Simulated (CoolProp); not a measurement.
Vapour-liquid equilibrium of propane (1) + isopentane (2) at 256.3 K; x and y are mole fractions of (1).

Model: multi-fluid Helmholtz-energy mixture model, Lemmon 2009 and Lemmon 2006; pair parameters Kunz 2012, in CoolProp.

```csv
x,bubble pressure (MPa),y at the bubble point,dew pressure at overall composition x (MPa),liquid density (mol/L)
0.05,0.03306,(withheld),0.01656,9.196
0.125,0.05634,0.747,0.01792,9.376
0.2,0.07734,0.828,0.01954,9.578
0.275,0.09684,0.872,0.02147,9.803
0.35,0.1154,0.901,0.02382,10.05
0.425,0.1334,(withheld),(withheld),10.31
0.5,0.1511,0.938,0.03050,10.59
0.575,0.1687,0.951,0.03545,10.88
0.65,0.1864,0.962,0.04230,(withheld)
0.725,(withheld),0.972,(withheld),11.48
0.8,0.2224,(withheld),0.06859,11.78
0.875,0.2409,0.988,0.09849,12.06
0.95,0.2601,(withheld),0.1670,12.33
```

Task: Fill in the missing entries.

Result: 
- 0.05, y at the bubble point: 0.542
- 0.425, y at the bubble point: 0.922
- 0.425, dew pressure at overall composition x (MPa): 0.02675
- 0.65, liquid density (mol/L): 11.18
- 0.725, bubble pressure (MPa): 0.2043
- 0.725, dew pressure at overall composition x (MPa): 0.05238
- 0.8, y at the bubble point: 0.980
- 0.95, y at the bubble point: 0.995

No azeotrope shows between x = 0.05 and 0.95.

The pair parameters rest on a limited set of measurements; away from them the model extrapolates.
